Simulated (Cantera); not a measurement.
## Equilibrium for titanium nitride, carbide and oxide coatings: TiCl₄ + CH₄ + H₂

Feed: 1 mol TiCl₄, 1.7 mol CH₄, 310 mol H₂, held at 0.160 bar.

Cantera equilibrium calculation (NASA polynomials, part measured and part estimated; ideal gas, pure solids and liquids). Candidate condensed phases: C, C₆H₆, C₇H₈, C₈H₁₈, Ti, TiC, TiCl₂, TiCl₃, TiCl₄; 96 gas species. TiC: taken at fixed stoichiometry. Rates play no part.

```
T (°C)   x H₂   x HCl       x H     x CH₄  x C₂H₂ (acetylene)      x Cl    x CH₃  n TiC(s)  n C(graphite)
------  -----  ------  --------  --------  ------------------  --------  -------  --------  -------------
827     0.985  0.0127   6.42e-8   0.00223             2.11e-9  7.40e-10  2.66e-9     0.997              0
977     0.986  0.0127   1.20e-6   0.00171             2.48e-7   1.32e-8  4.03e-8     1.000          0.162
1127    0.987  0.0127   1.21e-5  0.000673             2.49e-6   1.28e-7  1.65e-7     1.000          0.486
1277    0.987  0.0127   7.82e-5  0.000317             1.58e-5   8.03e-7  5.10e-7     1.000          0.590
1427    0.987  0.0127  0.000366  0.000171             7.24e-5   3.66e-6  1.29e-6     1.000          0.600
1577    0.986  0.0127   0.00134  0.000102            0.000258   1.31e-5  2.78e-6     1.000          0.504
1727    0.982  0.0126   0.00403   6.56e-5            0.000755   3.85e-5  5.32e-6     1.000          0.200
1877    0.976  0.0125    0.0104   3.38e-5             0.00108   9.77e-5  6.98e-6     0.999              0
```
x: gas mole fraction; n: condensed amount in mol.

At 827 °C the condensed part is TiC(s). From 977 °C to 1727 °C the condensed part is C(graphite) + TiC(s). At 1877 °C the condensed part is TiC(s).
